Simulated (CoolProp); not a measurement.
The fluid at 293.15 K and 0.419 MPa flows at 6.7 m/s in a round tube of 4.6 mm bore and 45 µm roughness, fully developed (64/Re and Nu = 3.66 if laminar; Colebrook and Gnielinski if turbulent). The same conditions are run with several fluids, on thermodynamics alone (safety and materials aside).

Model: reference Helmholtz-energy equation of state of each fluid (C3F8 (R218): Lemmon 2006; dry air: Lemmon 2000; R13: Platzer 1990; nitrogen: Span 2000; R143a: Lemmon and Jacobsen 2000), in CoolProp. The equations of Platzer and Polt are older, rougher fits. Blends and air are pseudo-pure fits.

```tsv
fluid	Reynolds number	Darcy friction factor	pressure drop (Pa/m)	heat-transfer coefficient (W/(m² K))	mass flow (kg/h)
C3F8 (R218)	93100	0.0383	6730	1070	14.4
dry air	8420	0.0437	1060	201	2.00
R13	40800	0.0391	3570	460	7.51
nitrogen	8430	0.0437	1030	200	1.93
R143a	43900	0.0390	2980	592	6.28
```

Transport values come from each fluid's own correlations; those of C3F8 (R218), R13, R143a are estimates that may be off by 10 % or more.
